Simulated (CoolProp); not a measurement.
Model: reference Helmholtz-energy equation of state, Thol 2018, in CoolProp.

Problem. For hydrogen chloride, give the phase and the density (kg/m³), cp (kJ/(kg K)), cv (kJ/(kg K)), speed of sound (m/s) at 244.3 K and 28.3 MPa.

Solution. 
- 244.3 K and 28.3 MPa: liquid; density 1090, cp 1.62, cv 0.944, speed of sound 981
